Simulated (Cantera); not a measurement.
Gas activation for diamond growth

An isothermal, constant-pressure homogeneous reactor starts with 2.52 % CH4, 83.9 % H2, 13.6 % H, at 1348 K and 9300 Pa.

Computed with Cantera and GRI-Mech 3.0 (53 species, 325 reactions). GRI-Mech 3.0 stops at C3 and has no aromatics, soot or wall deposition, so with more carbon than oxygen in the feed, carbon stays in small species such as C2H2 where larger ones or solid carbon would form.

| t (s) | x CH4 | x H2 | x H | x C2H | x C2H4 | x CH2 |
|---|---|---|---|---|---|---|
| 0.000900 | 0.0216 | 0.975 | 0.000943 | 1.31e-9 | 0.000325 | 1.99e-7 |
| 0.00224 | 0.0218 | 0.975 | 0.000358 | 5.01e-10 | 0.000359 | 3.42e-8 |
| 0.00555 | 0.0219 | 0.975 | 0.000141 | 1.99e-10 | 0.000375 | 5.71e-9 |
| 0.0138 | 0.0219 | 0.976 | 5.68e-5 | 8.07e-11 | 0.000378 | 9.57e-10 |
| 0.0343 | 0.0219 | 0.976 | 2.39e-5 | 3.41e-11 | 0.000372 | 1.71e-10 |
| 0.0851 | 0.0219 | 0.976 | 1.15e-5 | 1.66e-11 | 0.000363 | 4.03e-11 |
| 0.211 | 0.0219 | 0.976 | 8.00e-6 | 1.16e-11 | 0.000349 | 1.94e-11 |
| 0.525 | 0.0219 | 0.976 | 7.61e-6 | 1.11e-11 | 0.000328 | 1.76e-11 |
| 1.30 | 0.0219 | 0.976 | 7.57e-6 | 1.11e-11 | 0.000309 | 1.73e-11 |
| 3.24 | 0.0219 | 0.976 | 7.55e-6 | 1.12e-11 | 0.000304 | 1.73e-11 |
| 8.05 | 0.0219 | 0.976 | 7.55e-6 | 1.11e-11 | 0.000304 | 1.73e-11 |
| 20.0 | 0.0219 | 0.976 | 7.55e-6 | 1.11e-11 | 0.000304 | 1.73e-11 |
x: mole fraction; the columns are a selection and need not sum to one.

Equilibrium at this temperature and pressure: CH4 0.0219, H2 0.976, H 7.54e-6, C2H 1.10e-11, C2H4 0.000301, CH2 1.73e-11 (gas phase only).
